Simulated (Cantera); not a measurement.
A perfectly stirred reactor is fed with NH₃ : H₂ : N₂ = 1 : 0.18 : 0.0021 (molar parts), at 20.3 Torr; it is held at 1600 K, and followed from long to short residence time.

Computed with Cantera and the gas-phase N/H chemistry of the illustrative SiF4/NH3 mechanism in the Surface Chemkin manual (1991). Walls and surfaces, which speed up NH3 decomposition in real reactors, are not modelled.

x: mole fraction; the columns are a selection and need not sum to one.

```tsv
τ (s)	x NH₃	x H₂	x NH₂	x N₂	x N₂H₄
3.4	0.803	0.183	0.000145	0.0132	1.59e-8
1.4	0.828	0.165	0.000147	0.00653	1.63e-8
0.54	0.839	0.157	0.000144	0.00351	1.56e-8
0.22	0.844	0.154	0.000134	(withheld)	(withheld)
0.088	0.845	0.153	(withheld)	0.00193	(withheld)
0.035	0.846	0.152	6.21e-5	0.00179	2.91e-9
0.014	0.846	0.152	2.62e-5	0.00178	5.19e-10
0.0057	0.846	0.152	1.07e-5	0.00178	8.60e-11
0.0023	0.846	0.152	4.33e-6	0.00178	1.37e-11
0.00093	0.846	0.152	1.75e-6	0.00178	2.10e-12
0.00037	0.846	0.152	6.93e-7	0.00178	<1e-12
```

### Question
What belongs in the gaps?

### Answer

- 0.22, x N₂: 0.00238
- 0.22, x N₂H₄: 1.35e-8
- 0.088, x NH₂: 0.000109
- 0.088, x N₂H₄: 8.92e-9
